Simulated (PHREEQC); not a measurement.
**Polishing slurry liquid**

Make-up at 90 °C: 87 mmol/kgw KOH and 0.0038 mmol/kgw H4SiO4. Closed to the air; pH follows from the charge balance.

All values are PHREEQC results (ion-association model, wateq4f.dat), not measurements.

No solid was allowed to form.

Problem. What pH does the model give?

Solution. pH 11.24.

Problem. In which forms is Si present?

Solution. H3SiO4- 69 %, H2SiO4-2 31 % of the Si.

At this temperature some constants are extrapolated from 25 °C, and those without enthalpy data are left unchanged.
